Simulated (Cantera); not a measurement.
An isothermal, constant-pressure homogeneous reactor starts with N2O : H2O = 1 : 0.026 (molar parts), at 1225 K and 0.00819 atm. Integrator tolerance rtol = 1e-08.

Detailed kinetics in Cantera: GRI-Mech 3.0 (53 species, 325 reactions). GRI-Mech 3.0 was tuned for natural gas; its chemistry of N2O as a main component is partial and can be far from experiment. Radical loss at walls, strong at low pressure, is not modelled. The mechanism lacks the step 2 NO + O2 → 2 NO2, which can matter for NO2 below about 1400 K. The temperature is held fixed by assumption; the heat of reaction is taken as removed at once.

What does this change do: pressure from 0.00819 atm to 0.0928 atm?


| quantity | before | after |
|---|---|---|
| x(N2O) at 7.00 s | 0.887 (gas-phase equilibrium 1.55e-9) | 0.385 (gas-phase equilibrium 5.21e-9) |
| x(H2O) at 7.00 s | 0.0246 (gas-phase equilibrium 0.0170) | 0.0203 (gas-phase equilibrium 0.0170) |
| x(O2) at 7.00 s | 0.0264 (gas-phase equilibrium 0.328) | 0.179 (gas-phase equilibrium 0.328) |
| x(NO) at 7.00 s | 0.00562 (gas-phase equilibrium 0.000270) | 0.0386 (gas-phase equilibrium 0.000270) |
| x(H2O2) at 7.00 s | 3.13e-9 (gas-phase equilibrium 2.65e-11) | 2.48e-9 (gas-phase equilibrium 8.92e-11) |
| x(HO2) at 7.00 s | 8.80e-7 (gas-phase equilibrium 3.06e-9) | 7.25e-8 (gas-phase equilibrium 5.62e-9) |
